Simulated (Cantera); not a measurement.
Input: 1 mol NF₃, 0.064 mol H₂, 0.38 mol N₂, equilibrated at 1750 K and 10.0 Torr.

Equilibrium computed with Cantera from the NASA thermochemical tables; the gas is ideal and each condensed phase is pure. Equilibrium is a limit: real reactors are often held back by kinetics, nucleation or transport.

Q: What is the equilibrium state?

A: 
- x(F): 0.740
- x(N₂): 0.227
- x(HF): 0.0330
- x(F₂): 0.000144
- gas amount: 3.879 mol
